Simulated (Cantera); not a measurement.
## Moist CO burnout

An isothermal, constant-pressure homogeneous reactor starts with 2.16 % CO, 7.82 % O₂, 0.180 % H₂O, 89.8 % N₂, equivalence ratio 0.14, at 1123 K and 0.132 atm.

Cantera simulation using GRI-Mech 3.0 (53 species, 325 reactions); the numbers are that mechanism's predictions, not measurements.

```json
[
 {"t (s)": "8.00e-5", "x CO": "0.0216", "x O₂": "0.0782", "x H₂O": "0.00180", "x O": "2.40e-10", "x H₂O₂": "<1e-12", "x NO": "<1e-12"},
 {"t (s)": "0.000273", "x CO": "0.0216", "x O₂": "0.0782", "x H₂O": "0.00180", "x O": "8.16e-10", "x H₂O₂": "<1e-12", "x NO": "<1e-12"},
 {"t (s)": "0.000931", "x CO": "0.0216", "x O₂": "0.0782", "x H₂O": "0.00180", "x O": "2.83e-9", "x H₂O₂": "<1e-12", "x NO": "<1e-12"},
 {"t (s)": "0.00317", "x CO": "0.0216", "x O₂": "0.0782", "x H₂O": "0.00180", "x O": "1.21e-8", "x H₂O₂": "<1e-12", "x NO": "<1e-12"},
 {"t (s)": "0.0108", "x CO": "0.0216", "x O₂": "0.0782", "x H₂O": "0.00180", "x O": "2.31e-7", "x H₂O₂": "<1e-12", "x NO": "<1e-12"},
 {"t (s)": "0.0369", "x CO": "0.0194", "x O₂": "0.0765", "x H₂O": "0.00170", "x O": "0.00132", "x H₂O₂": "1.03e-8", "x NO": "6.97e-9"},
 {"t (s)": "0.126", "x CO": "0.00149", "x O₂": "0.0686", "x H₂O": "0.00177", "x O": "0.000357", "x H₂O₂": "2.33e-8", "x NO": "5.08e-7"},
 {"t (s)": "0.430", "x CO": "0.000111", "x O₂": "0.0682", "x H₂O": "0.00181", "x O": "2.61e-5", "x H₂O₂": "8.10e-9", "x NO": "5.26e-7"},
 {"t (s)": "1.47", "x CO": "8.54e-6", "x O₂": "0.0681", "x H₂O": "0.00181", "x O": "2.15e-6", "x H₂O₂": "1.09e-9", "x NO": "5.28e-7"},
 {"t (s)": "5.00", "x CO": "5.96e-7", "x O₂": "0.0681", "x H₂O": "0.00182", "x O": "1.99e-7", "x H₂O₂": "1.18e-10", "x NO": "5.29e-7"}
]
```
x: mole fraction; the columns are a selection and need not sum to one.

Equilibrium at this temperature and pressure: CO 5.79e-10, O₂ 0.0681, H₂O 0.00182, O 3.16e-9, H₂O₂ 1.99e-12, NO 6.41e-5 (gas phase only).
